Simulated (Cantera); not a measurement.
Charge: 1 mol Si, 3.9 mol N₂O, 110 mol H₂, held at 7.50 Torr.

Cantera equilibrium calculation (NASA polynomials, part measured and part estimated; ideal gas, pure solids and liquids). Candidate condensed phases: H₂O, Si, SiO₂, Si₂N₂O, Si₃N₄; 35 gas species. The tables hold silica as quartz up to 1696 K and as liquid above; real silica turns to tridymite and cristobalite and melts near 1996 K. Rates play no part.

x: gas mole fraction; n: condensed amount in mol.

```csv
T (K),x H₂,x H,x N₂,x H₂O,x SiO,x OH,n SiO₂(condensed)
1800,0.930,0.00345,0.0339,0.0247,0.00824,…,0.0520
1850,0.927,0.00519,0.0339,0.0252,0.00868,…,0
1900,0.925,0.00763,0.0338,0.0251,0.00867,…,0
1950,0.921,0.0110,0.0338,0.0251,0.00865,…,0
2000,0.917,0.0156,0.0337,0.0250,0.00863,…,0
2050,0.911,0.0217,0.0336,0.0249,0.00861,…,0
2100,0.904,0.0296,0.0334,0.0248,0.00857,…,0
2150,0.894,0.0399,0.0333,0.0246,0.00853,…,0
2200,0.881,0.0529,0.0330,0.0244,0.00847,…,0
```

Question: Some entries are withheld; supply them.

Answer: 
- 1800, x OH: 6.07e-6
- 1850, x OH: 1.04e-5
- 1900, x OH: 1.70e-5
- 1950, x OH: 2.72e-5
- 2000, x OH: 4.24e-5
- 2050, x OH: 6.47e-5
- 2100, x OH: 9.66e-5
- 2150, x OH: 0.000142
- 2200, x OH: 0.000204
